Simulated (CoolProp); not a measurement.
Values from CoolProp's reference Helmholtz-energy equation of state, Smukala 2000.

Give the vapour pressure (kPa), liquid density (kg/m³), liquid cp (kJ/(kg K)), vapour Z of saturated ethylene at -87.35 °C.


```tsv
T (°C)	p (kPa)	liquid density (kg/m³)	liquid cp (kJ/(kg K))	vapour Z
-87.35	243	543	2.46	0.939
```
